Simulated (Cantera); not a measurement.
What does this Cantera script print?

```python
import numpy as np
import cantera as ct

gas = ct.Solution("gri30.yaml")


def delay(T, t_max=10):
    gas.TPX = T, 630000, {'C2H4': 1, 'O2': 2, 'N2': 7.52, 'H2O': 0.031}
    reactor = ct.IdealGasReactor(gas, clone=False)
    net = ct.ReactorNet([reactor])
    net.rtol, net.atol = 1e-8, 1e-16
    while net.time < t_max:
        t_old, T_old = net.time, reactor.T
        net.step()
        if reactor.T > T + 400:  # ignition: a rise of 400 K
            return t_old + (T + 400 - T_old) / (reactor.T - T_old) * (net.time - t_old)
    return np.nan


taus = []
for T in [1048, 1098, 1148, 1198, 1248, 1298, 1348, 1398]:
    taus.append(delay(T))
    print(f"T0 = {T:6g} K   tau = {taus[-1]:.4e} s")
```

It prints:

```
T0 =   1048 K   tau = 2.5910e-02 s
T0 =   1098 K   tau = 9.4854e-03 s
T0 =   1148 K   tau = 2.9381e-03 s
T0 =   1198 K   tau = 8.2610e-04 s
T0 =   1248 K   tau = 2.4943e-04 s
T0 =   1298 K   tau = 8.4698e-05 s
T0 =   1348 K   tau = 3.2616e-05 s
T0 =   1398 K   tau = 1.5677e-05 s
```

Cantera simulation using GRI-Mech 3.0 (53 species, 325 reactions); the numbers are that mechanism's predictions, not measurements. GRI-Mech 3.0 was tuned for natural gas; its chemistry of ethylene as a main component is partial and can be far from experiment.
